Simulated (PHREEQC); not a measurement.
Solution (25 °C): 38 mmol/kgw HCl, 6.2 mmol/kgw RbCl and 0.043 mmol/kgw CuCl2. Closed to the air; pH follows from the charge balance.

Computed with PHREEQC (ion-association model, wateq4f.dat).

### Question
The ionic strength comes out as 0.0443 mol/kgw. What activity coefficients do CuCl+, H+, Cu+2, Rb+, Cl- get?

### Answer
CuCl+ 0.82, H+ 0.86, Cu+2 0.50, Rb+ 0.83, Cl- 0.82.

This is a speciation only: nothing precipitates in the calculation.
